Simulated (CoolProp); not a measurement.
Vapour-liquid equilibrium of ethane (1) + C2F6 (R116) (2) at 0.686 MPa; x and y are mole fractions of (1).

Model: multi-fluid Helmholtz-energy mixture model, Bücker 2006 and Lemmon 2006; pair parameters Bell 2016, in CoolProp.

```tsv
x	bubble temperature, mixture model (°C)	bubble temperature, Raoult's law (°C)	y, mixture model	y, Raoult's law
0.05	-36.3	-33.8	0.127	0.069
0.15	-41.5	-34.9	0.327	0.200
0.25	-45.2	-36.1	0.459	0.321
0.35	-47.4	-37.2	0.542	0.434
0.45	-48.7	-38.3	0.597	0.539
0.55	-49.3	-39.3	0.635	0.637
0.65	-49.6	-40.4	0.667	0.728
0.75	-49.5	-41.4	0.704	0.813
0.85	-48.8	-42.3	0.762	0.892
0.95	-46.4	-43.3	0.884	0.965
```

The largest gap from Raoult's law is -10.4 K in bubble temperature, at x = 0.45. y crosses x between x = 0.65 and 0.75: the model has an azeotrope there.

Pair parameters are fitted to limited data, so mixtures are less certain than the pure fluids.
